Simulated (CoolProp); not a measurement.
A single-stage vapour-compression cycle with R407C: evaporating at 227.15 K (dew point), condensing at 280.15 K (bubble point), superheat 2 K, subcooling 8 K, compressor efficiency 0.7, no pressure losses. Each further row changes one setting.

Computed with CoolProp (reference Helmholtz-energy equation of state, Lemmon 2003). It is a pseudo-pure fit of the blend.

| case | cooling COP | pressure ratio | discharge temperature (K) | refrigerating effect (kJ/kg) | volumetric capacity (kJ/m³) |
|---|---|---|---|---|---|
| as stated | 2.18 | 11.3 | 343.5 | 187 | 545 |
| evaporating temperature 232.15 K | 2.50 | 8.70 | 336.7 | 190 | [?] |
| condensing temperature 275.15 K | [?] | [?] | 335.6 | 194 | 566 |
| subcooling 13 K | 2.27 | 11.3 | 343.5 | 194 | 566 |
| superheat 12 K | 2.17 | 11.3 | 355.4 | [?] | 541 |
| compressor efficiency 0.6 | [?] | 11.3 | 358.2 | 187 | 545 |

### Question
What belongs in the gaps?

### Answer

- evaporating temperature 232.15 K, volumetric capacity (kJ/m³): 709
- condensing temperature 275.15 K, cooling COP: 2.44
- condensing temperature 275.15 K, pressure ratio: 9.68
- superheat 12 K, refrigerating effect (kJ/kg): 195
- compressor efficiency 0.6, cooling COP: 1.87
